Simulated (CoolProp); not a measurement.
CF4 (R14) at 359.05 K and 6.22 MPa flows at 0.36 m/s in a round tube of 10 mm bore and 0.25 µm roughness, fully developed (64/Re and Nu = 3.66 if laminar; Colebrook and Gnielinski if turbulent). Each further row changes one setting.

Values from CoolProp's reference Helmholtz-energy equation of state, Platzer 1990. This equation is an older, rougher fit; its heat capacities, sound speeds and derivatives of the liquid may be far off and weren't checked against measurements.

```json
[
 {"case": "as stated", "Reynolds number": "30500", "Darcy friction factor": "0.0235", "pressure drop (Pa/m)": "30.6", "heat-transfer coefficient (W/(m² K))": "191", "mass flow (kg/h)": "20.5"},
 {"case": "velocity 0.72 m/s", "Reynolds number": "61000", "Darcy friction factor": "0.0201", "pressure drop (Pa/m)": "105", "heat-transfer coefficient (W/(m² K))": "331", "mass flow (kg/h)": "41.0"},
 {"case": "diameter 20 mm", "Reynolds number": "61000", "Darcy friction factor": "0.0200", "pressure drop (Pa/m)": "13.1", "heat-transfer coefficient (W/(m² K))": "165", "mass flow (kg/h)": "82.1"}
]
```

Viscosity comes from a separate model (Huber 2003), an estimate that may be off by 10 % or more. Thermal conductivity comes from a separate model (Huber 2003), an estimate that may be off by 10 % or more.
